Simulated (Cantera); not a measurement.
**Reactions in the system C-H-O-Ta**

Source: NASA polynomial tables (part measured, part estimated), evaluated in Cantera. Values are per mole of reaction as written; species without (g) are pure solids or liquids, kept so even where they would boil at 1 bar. TaC: taken at fixed stoichiometry.

5 TaC + 6 H2O2(g) → 5 TaO2(g) + 2 C2H5OH(g) + C

```csv
T (K),ΔH° (kJ),ΔS° (J/K),ΔG° (kJ),log10 K
2525,-70.7,220.1,-626.4,12.96
2575,-75.1,218.4,-637.4,12.93
2625,-79.6,216.6,-648.3,12.90
2675,-84.2,214.9,-659.0,12.87
2725,-88.9,213.2,-669.7,12.84
2775,-93.6,211.4,-680.4,12.81
2825,-98.5,209.7,-690.9,12.77
2875,-103.5,207.9,-701.3,12.74
```
